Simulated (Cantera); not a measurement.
An isothermal, constant-pressure homogeneous reactor starts with C₂H₆ : H₂ = 1 : 4.4 (molar parts), at 1700 K and 248 Torr.

Model: GRI-Mech 3.0 (53 species, 325 reactions), integrated in Cantera. GRI-Mech 3.0 stops at C3 and has no aromatics, soot or wall deposition, so with more carbon than oxygen in the feed, carbon stays in small species such as C2H2 where larger ones or solid carbon would form.

x: mole fraction; the columns are a selection and need not sum to one.

```
t (s)      x C₂H₆   x H₂  x C₂H₂   x CH₄   x C₂H₄
--------  -------  -----  ------  ------  -------
0.000100        ?  0.760  0.0317   0.149   0.0537
0.000251        ?  0.765  0.0457   0.148   0.0402
0.000631        ?  0.768  0.0585   0.145   0.0268
0.00158   6.73e-5  0.773  0.0725   0.142   0.0122
0.00398   6.49e-5  0.777  0.0825   0.136  0.00299
0.0100          ?  0.784  0.0873   0.126  0.00186
0.0251          ?  0.797  0.0949   0.105  0.00176
0.0631          ?  0.817   0.106  0.0742  0.00167
0.158           ?  0.838   0.118  0.0420  0.00167
0.398           ?  0.851   0.126  0.0210  0.00173
1.00            ?  0.856   0.129  0.0130  0.00176
```

Q: Some entries are withheld; supply them.

A: 
- 0.000100, x C₂H₆: 0.00175
- 0.000251, x C₂H₆: 0.000278
- 0.000631, x C₂H₆: 8.70e-5
- 0.0100, x C₂H₆: 5.65e-5
- 0.0251, x C₂H₆: 4.09e-5
- 0.0631, x C₂H₆: 2.15e-5
- 0.158, x C₂H₆: 7.66e-6
- 0.398, x C₂H₆: 2.39e-6
- 1.00, x C₂H₆: 1.24e-6
